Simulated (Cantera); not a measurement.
# Equilibrium for fluorocarbon and chlorocarbon gases: C₂F₆ + HCl

Feed: 1 mol C₂F₆, a varied amount of HCl, held at 698 K and 39.0 mbar.

These are equilibrium values from Cantera (NASA tables, ideal gas, pure condensed phases), not measurements of a reactor. Candidate condensed phases: C, C₆H₆, C₇H₈, C₈H₁₈; 118 gas species. The feed counts by its element totals alone. Condensed phases not in the tables: fluorocarbon polymer. Gases not in the tables: C₂F₆ and larger saturated fluorocarbons. Rates play no part.

From 0.066 mol HCl to 0.74 mol HCl the condensed part is C(graphite). The main C-bearing gas is CF₄ throughout.

```json
[
 {"n(HCl) (mol)": "0.066", "x CF₄": "0.950", "x HCl": "0.0316", "x HF": "0.0104", "x Cl₂": "0.00247", "x CClF₃": "0.00537", "x CCl₂F₂": "6.78e-5", "x CCl₃F": "1.17e-6", "n C(graphite)": "0.502"},
 {"n(HCl) (mol)": "0.12", "x CF₄": "0.915", "x HCl": "0.0589", "x HF": "0.0150", "x Cl₂": "0.00406", "x CClF₃": "0.00669", "x CCl₂F₂": "0.000109", "x CCl₃F": "2.43e-6", "n C(graphite)": "0.503"},
 {"n(HCl) (mol)": "0.18", "x CF₄": "0.880", "x HCl": "0.0879", "x HF": "0.0190", "x Cl₂": "0.00555", "x CClF₃": "0.00759", "x CCl₂F₂": "0.000146", "x CCl₃F": "3.85e-6", "n C(graphite)": "0.505"},
 {"n(HCl) (mol)": "0.24", "x CF₄": "0.847", "x HCl": "0.115", "x HF": "0.0222", "x Cl₂": "0.00683", "x CClF₃": "0.00819", "x CCl₂F₂": "0.000177", "x CCl₃F": "5.22e-6", "n C(graphite)": "0.506"},
 {"n(HCl) (mol)": "0.29", "x CF₄": "0.822", "x HCl": "0.137", "x HF": "0.0245", "x Cl₂": "0.00779", "x CClF₃": "0.00855", "x CCl₂F₂": "0.000199", "x CCl₃F": "6.30e-6", "n C(graphite)": "0.507"},
 {"n(HCl) (mol)": "0.35", "x CF₄": "0.794", "x HCl": "0.161", "x HF": "0.0270", "x Cl₂": "0.00882", "x CClF₃": "0.00886", "x CCl₂F₂": "0.000221", "x CCl₃F": "7.52e-6", "n C(graphite)": "0.508"},
 {"n(HCl) (mol)": "0.41", "x CF₄": "0.767", "x HCl": "0.185", "x HF": "0.0291", "x Cl₂": "0.00974", "x CClF₃": "0.00908", "x CCl₂F₂": "0.000240", "x CCl₃F": "8.67e-6", "n C(graphite)": "0.509"},
 {"n(HCl) (mol)": "0.46", "x CF₄": "0.747", "x HCl": "0.203", "x HF": "0.0307", "x Cl₂": "0.0104", "x CClF₃": "0.00921", "x CCl₂F₂": "0.000254", "x CCl₃F": "9.56e-6", "n C(graphite)": "0.510"},
 {"n(HCl) (mol)": "0.52", "x CF₄": "0.723", "x HCl": "0.224", "x HF": "0.0324", "x Cl₂": "0.0112", "x CClF₃": "0.00932", "x CCl₂F₂": "0.000269", "x CCl₃F": "1.06e-5", "n C(graphite)": "0.511"},
 {"n(HCl) (mol)": "0.57", "x CF₄": "0.705", "x HCl": "0.240", "x HF": "0.0336", "x Cl₂": "0.0118", "x CClF₃": "0.00939", "x CCl₂F₂": "0.000279", "x CCl₃F": "1.13e-5", "n C(graphite)": "0.512"},
 {"n(HCl) (mol)": "0.63", "x CF₄": "0.684", "x HCl": "0.259", "x HF": "0.0350", "x Cl₂": "0.0125", "x CClF₃": "0.00943", "x CCl₂F₂": "0.000290", "x CCl₃F": "1.22e-5", "n C(graphite)": "0.513"},
 {"n(HCl) (mol)": "0.69", "x CF₄": "0.664", "x HCl": "0.277", "x HF": "0.0363", "x Cl₂": "0.0131", "x CClF₃": "0.00945", "x CCl₂F₂": "0.000300", "x CCl₃F": "1.30e-5", "n C(graphite)": "0.514"},
 {"n(HCl) (mol)": "0.74", "x CF₄": "0.649", "x HCl": "0.291", "x HF": "0.0373", "x Cl₂": "0.0136", "x CClF₃": "0.00945", "x CCl₂F₂": "0.000307", "x CCl₃F": "1.37e-5", "n C(graphite)": "0.515"}
]
```
x: gas mole fraction; n: condensed amount in mol.
